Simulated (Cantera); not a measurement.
# Thermodynamics of chlorosilane synthesis and conversion, feed Si + HCl + H2

A closed system holds: 1 mol Si, 2.8 mol HCl, 0.25 mol H2, at 0.170 bar.

Equilibrium computed with Cantera from the NASA thermochemical tables; the gas is ideal and each condensed phase is pure. Candidate condensed phases: Si; 19 gas species. The tables' values for SiCl3 are old estimates; treat these amounts as uncertain. Kinetics and transport are ignored.

From 825 K to 1075 K the condensed part is Si(s). The main Si-bearing gas is SiCl4 throughout. The share of Si in condensed phases is highest at 1075 K (27.6 %) and lowest at 825 K (26.2 %).

| T (K) | log p H2 | log p SiCl4 | log p SiHCl3 | log p HCl | log p SiCl3 | n Si(s) |
|---|---|---|---|---|---|---|
| 825 | -0.94 | -1.37 | -1.95 | -3.26 | -4.43 | 0.262 |
| 850 | -0.94 | -1.37 | -1.96 | -3.13 | -4.23 | 0.263 |
| 875 | -0.94 | -1.37 | -1.96 | -3.01 | -4.05 | 0.264 |
| 900 | -0.94 | -1.37 | -1.97 | -2.89 | -3.88 | 0.265 |
| 925 | -0.94 | -1.37 | -1.97 | -2.78 | -3.71 | 0.267 |
| 950 | -0.94 | -1.37 | -1.98 | -2.68 | -3.56 | 0.268 |
| 975 | -0.94 | -1.37 | -1.98 | -2.58 | -3.41 | 0.270 |
| 1000 | -0.95 | -1.38 | -1.99 | -2.48 | -3.28 | 0.271 |
| 1025 | -0.95 | -1.38 | -2.00 | -2.40 | -3.15 | 0.273 |
| 1050 | -0.95 | -1.38 | -2.00 | -2.31 | -3.02 | 0.275 |
| 1075 | -0.95 | -1.39 | -2.01 | -2.23 | -2.91 | 0.276 |
log p: log10 of the partial pressure in bar; n: condensed amount in mol.
